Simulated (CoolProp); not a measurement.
Vapour-liquid equilibrium of methanol (1) + water (2) at 296.9 K; x and y are mole fractions of (1).

The numbers come from the multi-fluid Helmholtz-energy mixture model, de Reuck 1993 and Wagner 2002; pair parameters Bell 2016 in CoolProp.

```json
[
 {"x": "0.05", "bubble pressure (MPa)": "0.004217", "y at the bubble point": "0.329", "dew pressure at overall composition x (MPa)": "0.003086", "liquid density (mol/L)": "52.73"},
 {"x": "0.2", "bubble pressure (MPa)": "0.007184", "y at the bubble point": "0.659", "dew pressure at overall composition x (MPa)": "0.003617", "liquid density (mol/L)": "45.86"},
 {"x": "0.35", "bubble pressure (MPa)": "0.009315", "y at the bubble point": "0.774", "dew pressure at overall composition x (MPa)": "0.004331", "liquid density (mol/L)": "40.23"},
 {"x": "0.5", "bubble pressure (MPa)": "0.01099", "y at the bubble point": "0.839", "dew pressure at overall composition x (MPa)": "0.005376", "liquid density (mol/L)": "35.55"},
 {"x": "0.65", "bubble pressure (MPa)": "0.01246", "y at the bubble point": "0.889", "dew pressure at overall composition x (MPa)": "0.007048", "liquid density (mol/L)": "31.61"},
 {"x": "0.8", "bubble pressure (MPa)": "0.01389", "y at the bubble point": "0.935", "dew pressure at overall composition x (MPa)": "0.009947", "liquid density (mol/L)": "28.28"},
 {"x": "0.95", "bubble pressure (MPa)": "0.01539", "y at the bubble point": "0.983", "dew pressure at overall composition x (MPa)": "0.01437", "liquid density (mol/L)": "25.43"}
]
```

No azeotrope shows between x = 0.05 and 0.95.

The pair parameters rest on a limited set of measurements; away from them the model extrapolates.
